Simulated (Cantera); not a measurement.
Feed: 1 mol Si, 1.6 mol Cl2, at 523.15 K and 62.0 mbar.

Cantera equilibrium calculation (NASA polynomials, part measured and part estimated; ideal gas, pure solids and liquids). Candidate condensed phases: Si; 9 gas species. Equilibrium is a limit: real reactors are often held back by kinetics, nucleation or transport.

Base state: SiCl4 1.00 (mole fractions); condensed: Si(s).

What changes in the equilibrium state with this change: temperature from 523.15 K to 948.15 K?


```tsv
species	before	after
SiCl4	1.00	0.993
SiCl3	1.10e-7	0.00572
SiCl2	<1e-9	0.00111
Si(s), mol	0.200	0.198
```
The tables' values for SiCl3 are old estimates; treat these amounts as uncertain.
